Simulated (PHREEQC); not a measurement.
A column of 0.1 m (30 cells, dispersivity 0.0035 m, 720 s a shift, diffusion coefficient 3e-10 m²/s) holds 0.037 eq of the database's cation exchanger X per kg of pore water, first in equilibrium with 6.7 mmol/kgw NaCl, 0.46 mmol/kgw KCl and 0.01 mmol/kgw HCl. It is flushed with 38 mmol/kgw KBr, 26 mmol/kgw KCl, 21 mmol/kgw NH4Cl and 0.01 mmol/kgw HCl, at 25 °C. Values are for the last cell. CO2 from the air is kept out. No solid was allowed to form.

The series has 31 steps of pore volumes, from 0 to 3.017.

Equilibrium calculation in PHREEQC: ion-association model, phreeqc.dat.

Q: After how many pore volumes does Br at the outlet first reach half of its feed value?

A: By 1.0 pore volumes.

Q: After how many pore volumes does NH4 at the outlet first reach half of its feed value?

A: By 1.3 pore volumes.
